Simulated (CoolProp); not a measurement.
Vapour-liquid equilibrium of R134a (1) + n-butane (2) at 282.4 K; x and y are mole fractions of (1).

Values from CoolProp's multi-fluid Helmholtz-energy mixture model, Tillner-Roth 1994 and Bücker 2006; pair parameters Bell 2016.

| x | bubble pressure (MPa) | y at the bubble point | dew pressure at overall composition x (MPa) | liquid density (mol/L) |
|---|---|---|---|---|
| 0.05 | 0.2318 | 0.387 | 0.1521 | 10.21 |
| 0.125 | 0.3173 | 0.566 | 0.1649 | 10.27 |
| 0.2 | 0.3666 | 0.637 | 0.1799 | 10.35 |
| 0.275 | 0.3945 | 0.672 | 0.1978 | 10.44 |
| 0.35 | 0.4104 | 0.692 | 0.2195 | 10.53 |
| 0.425 | 0.4199 | 0.706 | 0.2462 | 10.65 |
| 0.5 | 0.4263 | 0.717 | 0.2798 | 10.78 |
| 0.575 | 0.4314 | 0.729 | 0.3227 | 10.94 |
| 0.65 | 0.4357 | 0.743 | 0.3769 | 11.12 |
| 0.725 | 0.4391 | 0.763 | 0.4300 | 11.33 |
| 0.8 | 0.4401 | 0.793 | 0.4399 | 11.58 |
| 0.875 | 0.4363 | 0.840 | 0.4308 | 11.85 |
| 0.95 | 0.4227 | 0.917 | 0.4157 | 12.16 |

y crosses x between x = 0.725 and 0.8: the model has an azeotrope there.

The pair parameters rest on a limited set of measurements; away from them the model extrapolates. With so large a gap from Raoult's law the liquid may split in two, which this calculation doesn't test in full.
